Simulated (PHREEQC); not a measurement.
Na2HPO4 is added in steps, without added water, to 1 kg of water holding 0.0011 mol/kgw CuSO4, at 25 °C. Oxygen is held at 0.21 atm. CO2 from the air is kept out. The run lets Cu(OH)2, Brochantite, Antlerite, Cu3(PO4)2:3H2O, Mirabilite, Chalcanthite precipitate or redissolve, and no other solid.

Base run: PHREEQC, ion-association model, wateq4f.dat. Each further column changes one thing. The table gives pH.

```
Na2HPO4 added (mol)  base  diluted 100-fold with water  CuSO4 from 0.0011 to 0.00099 mol/kgw  CuSO4 from 0.0011 to 0.0022 mol/kgw  no solid may form
-------------------  ----  ---------------------------  ------------------------------------  -----------------------------------  -----------------
0                    5.16                         6.09                                  5.19                                 4.96         (withheld)
0.0004125            5.25                         8.36                                  5.29                                 5.00         (withheld)
0.001031             5.39                         8.69                            (withheld)                           (withheld)               6.69
0.001444             5.94                   (withheld)                                  6.44                                 4.98               6.83
0.001856             6.83                         8.87                                  6.99                                 5.03               6.93
0.002269             7.11                         8.93                                  7.18                                 5.14               7.02
0.002887             7.30                         8.99                                  7.35                           (withheld)               7.12
0.0033               7.39                   (withheld)                                  7.43                                 6.49               7.18
```

What belongs in the gaps?


- 0, no solid may form: 5.31
- 0.0004125, no solid may form: 6.38
- 0.001031, CuSO4 from 0.0011 to 0.00099 mol/kgw: 5.51
- 0.001031, CuSO4 from 0.0011 to 0.0022 mol/kgw: 4.97
- 0.001444, diluted 100-fold with water: 8.80
- 0.002887, CuSO4 from 0.0011 to 0.0022 mol/kgw: 5.71
- 0.0033, diluted 100-fold with water: 9.03

H3PO4, which wateq4f.dat lacks, is added to it with the constant of phreeqc.dat. The database has no phosphate complexes of Cu. The database's constant for dissolved Cu(OH)2 is higher than later reviews accept. In at least one series the solution becomes supersaturated in solids that the run did not let form, among them Cu(OH)2, Brochantite, Antlerite, Cu3(PO4)2:3H2O.
